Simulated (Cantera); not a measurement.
An isothermal, constant-pressure homogeneous reactor starts with 0.437 % H2, 50.3 % O2, 49.3 % N2, at 1175 K and 12.0 Torr.

Model: the H2/O2 subset of GRI-Mech 3.0, which has no nitrogen chemistry, integrated in Cantera. Radical loss at walls, strong at low pressure, is not modelled.

x: mole fraction; the columns are a selection and need not sum to one.

```tsv
t (s)	x H2	x O2	x H2O2	x H	x H2O	x OH
0.000600	0.00437	0.503	<1e-12	2.23e-10	3.30e-10	8.49e-10
0.00126	0.00437	0.503	<1e-12	4.80e-10	2.00e-9	2.58e-9
0.00266	0.00437	0.503	1.73e-12	1.96e-9	1.59e-8	1.25e-8
0.00559	0.00437	0.503	7.72e-12	3.19e-8	3.38e-7	2.12e-7
0.0118	0.00422	0.503	6.34e-10	1.06e-5	0.000111	6.63e-5
0.0247	6.33e-5	0.499	1.71e-8	0.000217	0.00399	0.000420
0.0521	1.48e-5	0.499	9.55e-9	0.000143	0.00414	0.000300
0.110	1.19e-5	0.500	9.36e-9	0.000103	0.00418	0.000270
0.230	8.04e-6	0.500	8.89e-9	5.61e-5	0.00423	0.000221
0.485	4.18e-6	0.501	7.84e-9	2.10e-5	0.00429	0.000160
1.02	1.65e-6	0.501	5.94e-9	5.20e-6	0.00433	0.000101
2.15	5.24e-7	0.502	3.55e-9	9.39e-7	0.00435	5.71e-5
4.52	___	0.502	___	___	0.00437	___
9.51	4.27e-8	0.502	6.10e-10	2.24e-8	0.00438	1.65e-5
20.0	___	0.502	2.17e-10	___	0.00438	___
```

Problem. Complete the blanks.

Solution. 
- 4.52, x H2: 1.50e-7
- 4.52, x H2O2: 1.62e-9
- 4.52, x H: 1.45e-7
- 4.52, x OH: 3.07e-5
- 20.0, x H2: 1.30e-8
- 20.0, x H: 3.80e-9
- 20.0, x OH: 9.15e-6
